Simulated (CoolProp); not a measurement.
Vapour-liquid equilibrium of benzene (1) + n-nonane (2) at 510 kPa; x and y are mole fractions of (1).

Model: multi-fluid Helmholtz-energy mixture model, Thol 2012 and Lemmon 2006; pair parameters Bell 2016, in CoolProp.

```json
[
 {"x": "0.05", "bubble temperature, mixture model (°C)": "215.3", "bubble temperature, Raoult's law (°C)": "216.4", "y, mixture model": "(withheld)", "y, Raoult's law": "0.182"},
 {"x": "0.125", "bubble temperature, mixture model (°C)": "203.3", "bubble temperature, Raoult's law (°C)": "205.8", "y, mixture model": "0.373", "y, Raoult's law": "0.386"},
 {"x": "0.2", "bubble temperature, mixture model (°C)": "193.3", "bubble temperature, Raoult's law (°C)": "196.7", "y, mixture model": "(withheld)", "y, Raoult's law": "0.534"},
 {"x": "0.275", "bubble temperature, mixture model (°C)": "185.0", "bubble temperature, Raoult's law (°C)": "188.7", "y, mixture model": "(withheld)", "y, Raoult's law": "0.643"},
 {"x": "0.35", "bubble temperature, mixture model (°C)": "(withheld)", "bubble temperature, Raoult's law (°C)": "181.7", "y, mixture model": "0.701", "y, Raoult's law": "0.726"},
 {"x": "0.425", "bubble temperature, mixture model (°C)": "172.3", "bubble temperature, Raoult's law (°C)": "175.5", "y, mixture model": "0.760", "y, Raoult's law": "0.790"},
 {"x": "0.5", "bubble temperature, mixture model (°C)": "167.2", "bubble temperature, Raoult's law (°C)": "169.9", "y, mixture model": "0.808", "y, Raoult's law": "0.839"},
 {"x": "0.575", "bubble temperature, mixture model (°C)": "162.8", "bubble temperature, Raoult's law (°C)": "164.9", "y, mixture model": "0.847", "y, Raoult's law": "0.879"},
 {"x": "0.65", "bubble temperature, mixture model (°C)": "(withheld)", "bubble temperature, Raoult's law (°C)": "160.3", "y, mixture model": "(withheld)", "y, Raoult's law": "0.911"},
 {"x": "0.725", "bubble temperature, mixture model (°C)": "155.2", "bubble temperature, Raoult's law (°C)": "156.2", "y, mixture model": "0.911", "y, Raoult's law": "0.937"},
 {"x": "0.8", "bubble temperature, mixture model (°C)": "151.8", "bubble temperature, Raoult's law (°C)": "152.4", "y, mixture model": "0.938", "y, Raoult's law": "0.959"},
 {"x": "0.875", "bubble temperature, mixture model (°C)": "148.6", "bubble temperature, Raoult's law (°C)": "148.9", "y, mixture model": "(withheld)", "y, Raoult's law": "0.976"},
 {"x": "0.95", "bubble temperature, mixture model (°C)": "145.5", "bubble temperature, Raoult's law (°C)": "145.6", "y, mixture model": "0.985", "y, Raoult's law": "0.991"}
]
```

Task: Complete the blanks.

Result: 
- 0.05, y, mixture model: 0.172
- 0.2, y, mixture model: 0.518
- 0.275, y, mixture model: 0.623
- 0.35, bubble temperature, mixture model (°C): 178.1
- 0.65, bubble temperature, mixture model (°C): 158.8
- 0.65, y, mixture model: 0.881
- 0.875, y, mixture model: 0.962

The largest gap from Raoult's law is -3.7 K in bubble temperature, at x = 0.275. No azeotrope shows between x = 0.05 and 0.95.

Pair parameters are fitted to limited data, so mixtures are less certain than the pure fluids.
